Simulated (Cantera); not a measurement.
A perfectly stirred reactor is fed with 0.963 % CH₂O, 2.70 % O₂, 96.3 % N₂, at 0.620 bar; it is held at 998 K, and followed from long to short residence time.

Cantera simulation using GRI-Mech 3.0 (53 species, 325 reactions); the numbers are that mechanism's predictions, not measurements.

Problem. Predict: x(CH₂O) at τ = 6.20 s; x(O₂) at τ = 6.20 s; x(H) at τ = 6.20 s; x(N₂O) at τ = 6.20 s; x(CH₂O) at τ = 57.0 ms; x(O₂) at τ = 57.0 ms; x(H) at τ = 57.0 ms.

Solution. 
| Item | Result |
|---|---|
| x(CH₂O) at τ = 6.20 s | 3.86e-5 |
| x(O₂) at τ = 6.20 s | 0.0187 |
| x(H) at τ = 6.20 s | 7.94e-8 |
| x(N₂O) at τ = 6.20 s | 5.08e-8 |
| x(CH₂O) at τ = 57.0 ms | 0.00285 |
| x(O₂) at τ = 57.0 ms | 0.0234 |
| x(H) at τ = 57.0 ms | 8.88e-8 |
